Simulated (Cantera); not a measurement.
What does this Cantera script print?

```python
import numpy as np
import cantera as ct

gas_names = """
    CL CL2 H HCL H2 Si SiCL SiCL2 SiCL3 SiCL4 SiH SiHCL3 SiH2 SiH2CL2 SiH3 SiH3CL SiH4 Si2 Si3
""".split()
cond_names = """
    Si(cr) Si(L)
""".split()


# ... load() reads the species with a 1 bar reference pressure and builds the phases ...
atoms = {
    'SiCl4': {'Si': 1, 'CL': 4},
    'Cl2': {'CL': 2},
    'H2': {'H': 2},
}
top_T = {}  # K; cautious upper limits of use, not melting points


# ... equilibrate(T, P, feed) seeds the gas with the atoms and calls Mixture.equilibrate('TP', solver="vcs", rtol=1e-11, max_steps=5000) ...
results = []
T = 1048  # K
P = 1700000  # Pa
for m in [0.32, 0.5, 0.77, 1.2, 1.9, 2.9, 4.4]:
    feed = {'SiCl4': 1, 'Cl2': 2.1, 'H2': m}  # mol
    mix = equilibrate(T, P, feed)
    results.append((T, P, feed, dict(zip(mix.species_names, mix.species_moles))))

top = {s: max(r[3][s] / sum(r[3][g] for g in gas_names) for r in results) for s in gas_names}
cols = sorted((s for s in top if top[s] > 0.0001), key=lambda s: -top[s])[:6]
seen = [c for c in cond_names if any(r[3].get(c, 0) > 1e-12 for r in results)]
print("log10 of partial pressures in bar; condensed amounts in mol")
print(f"{'n(H2)':>10s}" + "".join(f"{s[:9]:>10s}" for s in cols + seen))
for T, P, feed, n in results:
    ng = sum(n[g] for g in gas_names)
    print(f"{feed['H2']:10.4g}" + "".join(f"{np.log10(max(n[s] / ng * P / 1e5, 1e-99)):10.3f}" for s in cols)
          + "".join(f"{n.get(c, 0):10.4g}" for c in seen))
```

Output:

```
log10 of partial pressures in bar; condensed amounts in mol
     n(H2)       HCL       CL2        H2     SiCL4    SiHCL3        CL
      0.32     0.503     0.947   -10.019     0.696   -11.815    -2.640
       0.5     0.674     0.878    -9.607     0.674   -11.597    -2.674
      0.77     0.830     0.766    -9.183     0.643   -11.361    -2.730
       1.2     0.977     0.551    -8.674     0.597   -11.044    -2.837
       1.9     1.111    -0.168    -7.687     0.531   -10.257    -3.197
       2.9     1.076    -8.280     0.354     0.451    -2.260    -7.253
       4.4     0.979    -8.835     0.716     0.353    -1.900    -7.530
```

These are equilibrium values from Cantera (NASA tables, ideal gas, pure condensed phases), not measurements of a reactor. The tables' values for SiCl3 are old estimates; treat these amounts as uncertain.
